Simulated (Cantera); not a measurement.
## Counterflow diffusion flame

A counterflow diffusion flame at 101000 Pa, nozzles 20 mm apart: fuel side 66.7 % H2, 33.3 % N2 at 425 K, oxidiser side 27.0 % O2, 73.0 % N2 at 373 K, fuel mass flux 0.64 times the oxidiser's; mixture-averaged transport, no radiation.

Detailed kinetics in Cantera: the H2/O2 subset of GRI-Mech 3.0, which has no nitrogen chemistry. The maximum strain rate includes the flame's own expansion and is several times the mean.

```tsv
oxidiser flux (kg/m²/s)	max strain (1/s)	mean strain (1/s)	T max (K)	peak x OH	peak x H	peak x H2O	peak x HO2
0.61	442	95.8	2474	0.0226	0.0143	0.314	4.15e-5
0.92	655	145	2422	0.0228	0.0163	0.309	5.73e-5
1.4	969	220	2360	0.0230	0.0188	0.306	7.67e-5
2.1	1400	330	2302	0.0231	0.0216	0.302	9.89e-5
3.2	2050	503	2234	0.0230	0.0248	0.297	0.000126
4.9	3030	770	2154	0.0225	0.0285	0.293	0.000158
7.4	4340	1160	2076	0.0217	0.0323	0.289	0.000190
11	6060	1730	2000	0.0206	0.0360	0.284	0.000226
```
x: mole fraction; the columns are a selection and need not sum to one.
